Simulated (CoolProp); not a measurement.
Vapour-liquid equilibrium of n-hexane (1) + ethylbenzene (2) at 292.3 K; x and y are mole fractions of (1).

Values from CoolProp's multi-fluid Helmholtz-energy mixture model, Thol 2019 and Zhou 2012; pair parameters Bell 2016.

```json
[
 {"x": "0.05", "bubble pressure, mixture model (MPa)": "0.002050", "bubble pressure, Raoult's law (MPa)": "0.001640", "y, mixture model": "0.578", "y, Raoult's law": "0.474"},
 {"x": "0.125", "bubble pressure, mixture model (MPa)": "0.003579", "bubble pressure, Raoult's law (MPa)": "0.002737", "y, mixture model": "0.776", "y, Raoult's law": "0.710"},
 {"x": "0.2", "bubble pressure, mixture model (MPa)": "0.004928", "bubble pressure, Raoult's law (MPa)": "0.003835", "y, mixture model": "0.849", "y, Raoult's law": "0.811"},
 {"x": "0.275", "bubble pressure, mixture model (MPa)": "0.006136", "bubble pressure, Raoult's law (MPa)": "0.004933", "y, mixture model": "0.888", "y, Raoult's law": "0.867"},
 {"x": "0.35", "bubble pressure, mixture model (MPa)": "0.007235", "bubble pressure, Raoult's law (MPa)": "0.006031", "y, mixture model": "0.913", "y, Raoult's law": "0.902"},
 {"x": "0.425", "bubble pressure, mixture model (MPa)": "0.008255", "bubble pressure, Raoult's law (MPa)": "0.007129", "y, mixture model": "0.930", "y, Raoult's law": "0.927"},
 {"x": "0.5", "bubble pressure, mixture model (MPa)": "0.009218", "bubble pressure, Raoult's law (MPa)": "0.008227", "y, mixture model": "0.944", "y, Raoult's law": "0.945"},
 {"x": "0.575", "bubble pressure, mixture model (MPa)": "0.01015", "bubble pressure, Raoult's law (MPa)": "0.009325", "y, mixture model": "0.955", "y, Raoult's law": "0.959"},
 {"x": "0.65", "bubble pressure, mixture model (MPa)": "0.01106", "bubble pressure, Raoult's law (MPa)": "0.01042", "y, mixture model": "0.964", "y, Raoult's law": "0.970"},
 {"x": "0.725", "bubble pressure, mixture model (MPa)": "0.01197", "bubble pressure, Raoult's law (MPa)": "0.01152", "y, mixture model": "0.973", "y, Raoult's law": "0.978"},
 {"x": "0.8", "bubble pressure, mixture model (MPa)": "0.01289", "bubble pressure, Raoult's law (MPa)": "0.01262", "y, mixture model": "0.981", "y, Raoult's law": "0.986"},
 {"x": "0.875", "bubble pressure, mixture model (MPa)": "0.01385", "bubble pressure, Raoult's law (MPa)": "0.01372", "y, mixture model": "0.988", "y, Raoult's law": "0.992"},
 {"x": "0.95", "bubble pressure, mixture model (MPa)": "0.01485", "bubble pressure, Raoult's law (MPa)": "0.01481", "y, mixture model": "0.995", "y, Raoult's law": "0.997"}
]
```

The largest gap from Raoult's law is +30.8 % in bubble pressure, at x = 0.125. No azeotrope shows between x = 0.05 and 0.95.

The pair parameters rest on a limited set of measurements; away from them the model extrapolates.
